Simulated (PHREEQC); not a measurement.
2.6 g of hydrous ferric oxide (600 m²/g; 0.2 weak and 0.005 strong sites per Fe, Dzombak-Morel constants, diffuse double layer) in 1 kg of water with 0.005 mol/kgw of an inert sodium salt and 13 mmol/kgw ZnCl2 and 0.45 mmol/kgw NaH2PO4, at 25 °C; the pH is set by adding NaOH or the inert anion's acid. O2 is buffered at 0.21 atm. CO2 from the air is kept out. Precipitation was switched off in this run.

The numbers come from PHREEQC with the ion-association model, wateq4f.dat.

```
pH   Zn sorbed (%)  P sorbed (%)  surface charge σ (C/m²)
---  -------------  ------------  -----------------------
3              0.0         100.0                    0.319
4              0.2         100.0                    0.256
5              1.8         100.0                    0.156
5.5            5.6         100.0                    0.116
6.5           23.9         100.0                    0.110
7.5           30.9         100.0                    0.118
8.5           30.8         100.0                    0.101
9             29.0         100.0                    0.070
10            26.0          99.3                    0.022
11            23.7          60.9                   -0.005
```

Along this series the solution becomes supersaturated in solids that the run did not let form, among them Zn(OH)2-a, Zn5(OH)8Cl2, Zn3(PO4)2:4w. Species that the database lacks are ignored. H3PO4, which wateq4f.dat lacks, is added to it with the constant of phreeqc.dat. The database has no phosphate complexes of Zn. The oxide is taken as insoluble; below pH 4 it would dissolve.
